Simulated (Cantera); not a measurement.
Feed: 1 mol CH3SiCl3, 6.2 mol H2, held at 1050 K and 710 Pa.

Method: chemical equilibrium by Gibbs-energy minimisation in Cantera with the NASA 1993 tables (ideal gas, pure condensed phases). Candidate condensed phases: C, C6H6, C7H8, C8H18, Si, SiC; 109 gas species. The feed counts by its element totals alone. The tables' values for SiCl3 are old estimates; treat these amounts as uncertain. Kinetics and transport are ignored.

Base state: H2 0.737, HCl 0.238, SiCl4 0.0231, SiHCl3 0.000743, SiCl3 0.000330, CH4 0.000221, SiCl2 8.51e-5 (mole fractions); condensed: C(graphite) + SiC(s).

### Question
What changes in the equilibrium state with this change: temperature from 1050 K to 1123.15 K?

### Answer
| species | before | after |
|---|---|---|
| H2 | 0.737 | 0.704 |
| HCl | 0.238 | 0.283 |
| SiCl4 | 0.0231 | 0.0108 |
| SiCl2 | 8.51e-5 | 0.000246 |
| CH4 | 0.000221 | 0.000103 |
| SiHCl3 | 0.000743 | 0.000460 |
| SiCl3 | 0.000330 | 0.000462 |
| C(graphite), mol | 0.216 | 0.108 |
| SiC(s), mol | 0.782 | 0.891 |

### Question
What changes in the equilibrium state with this change: temperature from 1050 K to 900 K?

### Answer
```tsv
species	before	after
H2	0.737	0.825
HCl	0.238	0.116
SiCl4	0.0231	0.0565
SiCl2	8.51e-5	3.25e-6
CH4	0.000221	0.00151
C(graphite), mol	0.216	0.488
SiC(s), mol	0.782	0.499
```
